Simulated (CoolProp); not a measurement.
Vapour-liquid equilibrium of R125 (1) + n-butane (2) at 310.2 K; x and y are mole fractions of (1).

Model: multi-fluid Helmholtz-energy mixture model, Lemmon 2005 and Bücker 2006; pair parameters Bell 2016, in CoolProp.

```tsv
x	bubble pressure (kPa)	y at the bubble point	dew pressure at overall composition x (kPa)	liquid density (mol/L)
0.05	572.2	0.384	367.3	9.589
0.2	1046	0.667	438.5	9.506
0.35	1312	0.744	541.9	9.391
0.5	1474	0.786	705.8	9.260
0.65	1604	0.824	999.4	9.139
0.8	1731	0.877	1525	9.084
0.95	1844	0.960	1835	9.175
```

No azeotrope shows between x = 0.05 and 0.95.

Pair parameters are fitted to limited data, so mixtures are less certain than the pure fluids. With so large a gap from Raoult's law the liquid may split in two, which this calculation doesn't test in full.
